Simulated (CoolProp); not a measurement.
Toluene at several states: fugacity coefficient from the reference equation and from simpler models built on Tc = 591.7 K, pc = 4126 kPa, ω = 0.266; each cubic takes its own stable root.

Computed with CoolProp (reference Helmholtz-energy equation of state, Lemmon 2006). It is a short technical equation, of lower accuracy than the large ones.

| T (K) | p (kPa) | phase | reference |
|---|---|---|---|
| 324.1 | 17.4 | liquid | 0.7288 |
| 360.9 | 106 | liquid | 0.4655 |
| 434.5 | 24700 | liquid | 0.03001 |
| 202.1 | 30.2 | liquid | 4.723e-5 |
| 541 | 32.6 | gas | 0.9961 |
| 572.4 | 1790 | gas | 0.8266 |

**Question.** How far does each simpler model (Soave-Redlich-Kwong, Peng-Robinson) lie from the reference over these 6 states: mean and median of the absolute difference, and the worst?

**Answer.** 
- Soave-Redlich-Kwong: mean 3.6 %, median 2.0 %, worst +11.1 % at 434.5 K and 24700 kPa
- Peng-Robinson: mean 7.9 %, median 0.8 %, worst +43.4 % at 202.1 K and 30.2 kPa
